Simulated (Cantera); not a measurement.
Feed: 1 mol (CH₃)₂SiCl₂, 1.3 mol C₂H₂, 18 mol H₂, equilibrated at 13.3 mbar.

Equilibrium computed with Cantera from the NASA thermochemical tables; the gas is ideal and each condensed phase is pure. Candidate condensed phases: C, C₆H₆, C₇H₈, C₈H₁₈, Si, SiC; 109 gas species. The feed counts by its element totals alone. The tables' values for SiCl are old estimates; treat these amounts as uncertain. Gases not in the tables: Si₂H₆ and higher silanes. Equilibrium is a limit: real reactors are often held back by kinetics, nucleation or transport.

x: gas mole fraction; n: condensed amount in mol.

| T (°C) | x H₂ | x HCl | x H | x Cl | x SiCl₂ | x C₂H₂ (acetylene) | n C(graphite) | n SiC(s) |
|---|---|---|---|---|---|---|---|---|
| 1350 | 0.914 | 0.0851 | 0.000572 | 4.20e-5 | 0.000315 | 3.18e-5 | 3.61 | 0.993 |
| 1400 | 0.914 | 0.0850 | 0.000943 | 6.85e-5 | 0.000380 | 5.21e-5 | 3.61 | 0.991 |
| 1450 | 0.913 | 0.0847 | 0.00151 | 0.000108 | 0.000453 | 8.26e-5 | 3.61 | 0.989 |
| 1500 | 0.912 | 0.0845 | … | … | … | … | 3.61 | 0.987 |
| 1550 | 0.911 | 0.0842 | 0.00358 | 0.000252 | 0.000622 | 0.000193 | 3.61 | 0.985 |
| 1600 | 0.909 | 0.0838 | … | … | … | … | 3.60 | 0.982 |
| 1650 | 0.907 | 0.0833 | 0.00777 | 0.000537 | 0.000819 | 0.000409 | 3.60 | 0.979 |
| 1700 | 0.904 | 0.0827 | 0.0111 | 0.000759 | 0.000926 | 0.000579 | 3.60 | 0.974 |
| 1750 | 0.899 | 0.0819 | 0.0156 | 0.00105 | 0.00104 | 0.000803 | 3.59 | 0.967 |
| 1800 | 0.893 | 0.0809 | 0.0215 | 0.00144 | 0.00115 | 0.00109 | 3.59 | 0.955 |

Q: Fill in the missing entries.

A: 
- 1600, x H: 0.00533
- 1600, x Cl: 0.000372
- 1600, x SiCl₂: 0.000718
- 1600, x C₂H₂ (acetylene): 0.000284
- 1500, x H: 0.00235
- 1500, x Cl: 0.000167
- 1500, x SiCl₂: 0.000534
- 1500, x C₂H₂ (acetylene): 0.000128
